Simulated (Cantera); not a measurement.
**Carbothermic reduction: Ta2O5 + CO + H2**

Charge: 1 mol Ta2O5, 2.4 mol CO, 7.2 mol H2, at 825 K and 10000 Pa.

Equilibrium computed with Cantera from the NASA thermochemical tables; the gas is ideal and each condensed phase is pure. Candidate condensed phases: C, C6H6, C7H8, C8H18, H2O, Ta, TaC, Ta2O5; 113 gas species. Rates play no part.

```json
{
  "x(H2)": "0.707",
  "x(CO)": "0.105",
  "x(H2O)": "0.0935",
  "x(CO2)": "0.0494",
  "x(CH4)": "0.0452",
  "n(C(graphite))": "0.789 mol",
  "n(Ta2O5(s))": "1.00 mol",
  "gas_amount": "8.080 mol",
  "log10 activity of TaC(s) (absent)": "-10.03",
  "log10 activity of Ta(s) (absent)": "-18.97"
}
```
